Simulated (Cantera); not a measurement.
Input (Python, Cantera):

```python
import numpy as np
import cantera as ct

gas = ct.Solution("gri30.yaml")
gas.TPX = 1725, 160000, {'CH4': 1, 'O2': 4, 'N2': 15}
reactor = ct.IdealGasReactor(gas, energy="on", clone=False)
net = ct.ReactorNet([reactor])
net.rtol, net.atol = 1e-08, 1e-16
show = ['CH4', 'O2', 'N2O', 'CH2CO', 'HCO', 'H', 'H2']
times = np.geomspace(5e-06, 0.2, 14)

steps = ct.SolutionArray(gas, extra=["t"])
rows = []
print(f"{'t/s':>10s}{'T/K':>9s}{'P/Pa':>11s}" + "".join(f"{s:>11s}" for s in show))
for t in times:
    while net.time < t:
        t_next = net.step()
        steps.append(gas.state, t=t_next)
    rows.append([np.interp(t, steps.t, y) for y in (steps.T, steps.P, *steps(*show).X.T)])
    print(f"{t:10.3e}{rows[-1][0]:9.1f}{rows[-1][1]:11.4g}" + "".join(f"{x:11.3e}" for x in rows[-1][2:]))
rate = np.gradient(steps.T, steps.t)
print("integrator steps:", len(steps.t))
if steps.T.max() > steps.T[0] + 200:
    print(f"time of steepest temperature rise: {steps.t[rate.argmax()]:.4e} s")
gas.TPX = 1725, 160000, {'CH4': 1, 'O2': 4, 'N2': 15}
gas.equilibrate("UV")
print(f"equilibrium (UV): T = {gas.T:.1f} K  " + "  ".join(f"{s} {gas[s].X[0]:.3e}" for s in show))
```

It prints:

```
       t/s      T/K       P/Pa        CH4         O2        N2O      CH2CO        HCO          H         H2
 5.000e-06   1724.9    1.6e+05  4.998e-02  2.000e-01  5.741e-11  1.319e-13  7.739e-11  2.310e-07  2.778e-06
 1.130e-05   1724.8    1.6e+05  4.994e-02  2.000e-01  2.356e-10  9.119e-12  5.654e-10  3.028e-07  7.355e-06
 2.553e-05   1724.7    1.6e+05  4.979e-02  1.999e-01  1.029e-09  8.928e-10  5.909e-09  6.151e-07  2.469e-05
 5.767e-05   1727.5  1.603e+05  4.863e-02  1.992e-01  5.116e-09  2.503e-07  1.654e-07  4.175e-06  1.969e-04
 1.303e-04   2575.2  2.453e+05  1.977e-17  9.610e-02  9.476e-07  7.117e-19  1.523e-08  5.588e-03  4.982e-03
 2.944e-04   2736.3   2.58e+05  1.942e-17  9.540e-02  1.555e-06  3.168e-19  5.528e-09  2.229e-03  2.958e-03
 6.653e-04   2729.3  2.572e+05  1.870e-17  9.322e-02  1.571e-06  2.972e-19  5.305e-09  2.157e-03  2.919e-03
 1.503e-03   2719.3  2.561e+05  1.769e-17  9.016e-02  1.632e-06  2.707e-19  5.006e-09  2.061e-03  2.865e-03
 3.396e-03   2711.7  2.553e+05  1.696e-17  8.786e-02  1.705e-06  2.517e-19  4.789e-09  1.990e-03  2.825e-03
 7.674e-03   2710.0  2.551e+05  1.679e-17  8.735e-02  1.724e-06  2.475e-19  4.741e-09  1.975e-03  2.816e-03
 1.734e-02   2709.9  2.551e+05  1.679e-17  8.733e-02  1.724e-06  2.474e-19  4.740e-09  1.974e-03  2.816e-03
 3.918e-02   2709.9  2.551e+05  1.679e-17  8.733e-02  1.724e-06  2.474e-19  4.740e-09  1.974e-03  2.816e-03
 8.852e-02   2709.9  2.551e+05  1.679e-17  8.733e-02  1.724e-06  2.474e-19  4.740e-09  1.974e-03  2.816e-03
 2.000e-01   2709.9  2.551e+05  1.679e-17  8.733e-02  1.724e-06  2.474e-19  4.740e-09  1.974e-03  2.816e-03
integrator steps: 1633
time of steepest temperature rise: 1.0813e-04 s
equilibrium (UV): T = 2709.9 K  CH4 2.419e-17  O2 8.733e-02  N2O 1.724e-06  CH2CO 2.963e-19  HCO 4.740e-09  H 1.974e-03  H2 2.816e-03
```

Computed with Cantera and GRI-Mech 3.0 (53 species, 325 reactions).
